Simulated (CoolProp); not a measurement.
Aqueous ethanol as a coolant, at 0 °C, 1 atm.

Model: Melinder's fits for secondary coolants, in CoolProp.

| mass % | freezing point (°C) | viscosity (mPa s) | Prandtl number | conductivity (W/(m K)) | density (kg/m³) |
|---|---|---|---|---|---|
| 6.2 | -2.5 | 2.66 | 22.1 | 0.525 | 989.5 |
| 10.8 | -4.8 | 3.47 | 30.7 | 0.498 | 984.2 |
| 15.4 | -7.7 | 4.36 | 40.7 | 0.473 | 979.9 |
| 20 | -11.1 | 5.25 | 51.2 | 0.448 | 975.8 |
| 24.7 | -15.2 | 6.05 | 61.2 | 0.424 | 971.2 |
| 29.3 | -19.5 | 6.64 | 69.2 | 0.401 | 965.9 |
| 33.9 | -23.9 | 6.99 | 74.8 | 0.379 | 959.5 |
| 38.5 | -28.2 | 7.09 | 77.8 | 0.359 | 952.1 |
| 43.1 | -32.2 | 7.00 | 78.6 | 0.339 | 943.6 |
| 47.7 | -35.9 | 6.74 | 77.5 | 0.321 | 934.3 |
| 52.4 | -39.3 | 6.36 | 75.0 | 0.303 | 924.2 |
